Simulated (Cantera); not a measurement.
Hydrocarbon pyrolysis for carbon deposition

A perfectly stirred reactor is fed with 1.06 % C2H6, 96.1 % N2, 2.85 % H2O, at 0.000197 atm; it is held at 1800 K, and followed from long to short residence time.

Computed with Cantera and GRI-Mech 3.0 (53 species, 325 reactions). Radical loss at walls, strong at low pressure, is not modelled.

```tsv
τ (s)	x C2H6	x H	x H2	x CH2	x CH4	x C2H	x C2H4
21	6.21e-6	0.000531	0.0267	6.72e-6	0.000997	1.18e-6	6.18e-5
7.0	1.80e-5	0.000602	0.0231	1.19e-5	0.00123	1.64e-6	0.000155
2.3	5.25e-5	0.000703	0.0200	2.06e-5	0.00148	2.16e-6	0.000377
0.75	0.000152	0.000827	0.0168	3.36e-5	0.00169	2.58e-6	0.000863
0.25	0.000426	0.000945	0.0131	4.96e-5	0.00170	2.57e-6	0.00171
0.081	0.00120	0.000986	0.00836	6.33e-5	0.00131	1.68e-6	0.00265
0.027	0.00305	0.000804	0.00368	5.96e-5	0.000647	4.25e-7	0.00242
0.0088	0.00630	0.000352	0.000739	2.82e-5	0.000171	1.08e-8	0.000779
0.0029	0.00884	4.49e-5	3.73e-5	3.41e-6	2.79e-5	7.66e-12	5.16e-5
0.00095	0.00994	2.82e-6	8.26e-7	1.54e-7	3.44e-6	<1e-12	1.72e-6
```
x: mole fraction; the columns are a selection and need not sum to one.
